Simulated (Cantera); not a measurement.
Feed: 1 mol HMDSO, 2.4 mol O₃, 150 mol N₂, equilibrated at 210 Torr.

Method: chemical equilibrium by Gibbs-energy minimisation in Cantera with the NASA 1993 tables (ideal gas, pure condensed phases). Candidate condensed phases: C, C₆H₆, C₇H₈, C₈H₁₈, H₂O, Si, SiC, SiO₂, Si₂N₂O, Si₃N₄; 151 gas species. The feed counts by its element totals alone. Kinetics and transport are ignored.

### Question
Which condensed phases are stable at each of these points (T (K)): 825, 850, 875, 900, 925, 950, 975, 1000, 1025, 1050, 1075, 1100, 1125?

### Answer
```
T (K)              condensed phases  Si condensed (%)
-----  ----------------------------  ----------------
825    C(graphite) + SiO₂(α-quartz)             100.0
850    C(graphite) + SiO₂(β-quartz)             100.0
875    C(graphite) + SiO₂(β-quartz)             100.0
900    C(graphite) + SiO₂(β-quartz)             100.0
925    C(graphite) + SiO₂(β-quartz)             100.0
950    C(graphite) + SiO₂(β-quartz)             100.0
975    C(graphite) + SiO₂(β-quartz)             100.0
1000   C(graphite) + SiO₂(β-quartz)             100.0
1025   C(graphite) + SiO₂(β-quartz)             100.0
1050   C(graphite) + SiO₂(β-quartz)             100.0
1075   C(graphite) + SiO₂(β-quartz)             100.0
1100   C(graphite) + SiO₂(β-quartz)             100.0
1125   C(graphite) + SiO₂(β-quartz)             100.0
```

At 825 K the condensed part is C(graphite) + SiO₂(α-quartz). From 850 K to 1125 K the condensed part is C(graphite) + SiO₂(β-quartz).
